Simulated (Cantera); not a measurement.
A perfectly stirred reactor is fed with N₂O : H₂ : N₂ = 1 : 0.0036 : 3.5 (molar parts), at 225 Torr; it is held at 1200 K, and followed from long to short residence time.

Model: GRI-Mech 3.0 (53 species, 325 reactions), integrated in Cantera. GRI-Mech 3.0 was tuned for natural gas; its chemistry of N2O as a main component is partial and can be far from experiment. The mechanism lacks the step 2 NO + O2 → 2 NO2, which can matter for NO2 below about 1400 K. The temperature is held fixed by assumption; the heat of reaction is taken as removed at once.

Task: Predict: x(N₂O) at τ = 2.90 s; x(H₂) at τ = 2.90 s; x(NO) at τ = 2.90 s; x(N₂) at τ = 2.90 s; x(N₂O) at τ = 45.0 ms; x(H₂) at τ = 45.0 ms; x(H₂O₂) at τ = 45.0 ms; x(NO) at τ = 45.0 ms; x(N₂) at τ = 45.0 ms.

Result: 
| Item | Value |
|---|---|
| x(N₂O) at τ = 2.90 s | 0.141 |
| x(H₂) at τ = 2.90 s | 9.52e-6 |
| x(NO) at τ = 2.90 s | 0.00693 |
| x(N₂) at τ = 2.90 s | 0.818 |
| x(N₂O) at τ = 45.0 ms | 0.219 |
| x(H₂) at τ = 45.0 ms | 0.000243 |
| x(H₂O₂) at τ = 45.0 ms | 4.80e-9 |
| x(NO) at τ = 45.0 ms | 0.000170 |
| x(N₂) at τ = 45.0 ms | 0.779 |
